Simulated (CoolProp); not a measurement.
C2F6 (R116) at 329.11 K and 11 MPa flows at 10 m/s in a round tube of 2 mm bore and 0.25 µm roughness, fully developed (64/Re and Nu = 3.66 if laminar; Colebrook and Gnielinski if turbulent). Each further row changes one setting.

Model: reference Helmholtz-energy equation of state, Lemmon 2006, in CoolProp. It is a short technical equation, of lower accuracy than the large ones.

| case | Reynolds number | Darcy friction factor | pressure drop (Pa/m) | heat-transfer coefficient (W/(m² K)) | mass flow (kg/h) |
|---|---|---|---|---|---|
| as stated | 241000 | 0.0161 | ? | ? | 112 |
| velocity 20 m/s | 482000 | 0.0148 | 1460000 | 31500 | ? |
| diameter 4 mm | 482000 | 0.0141 | ? | 15100 | 447 |

### Question
What belongs in the gaps?

### Answer

- as stated, pressure drop (Pa/m): 399000
- as stated, heat-transfer coefficient (W/(m² K)): 17000
- velocity 20 m/s, mass flow (kg/h): 224
- diameter 4 mm, pressure drop (Pa/m): 174000

Viscosity comes from a separate model (Huber 2003), an estimate that may be off by 10 % or more. Thermal conductivity comes from a separate model (Huber 2003), an estimate that may be off by 10 % or more.
